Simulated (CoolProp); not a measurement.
Computed with CoolProp (reference Helmholtz-energy equation of state, Gao 2022).

**Question.** For n-perfluoropentane, give the phase and the speed of sound (m/s), Joule-Thomson coefficient (K/MPa) at 351.5 K and 11.1 bar.

**Answer.** 
- 351.5 K and 11.1 bar: liquid; speed of sound 315, Joule-Thomson coefficient 0.0575
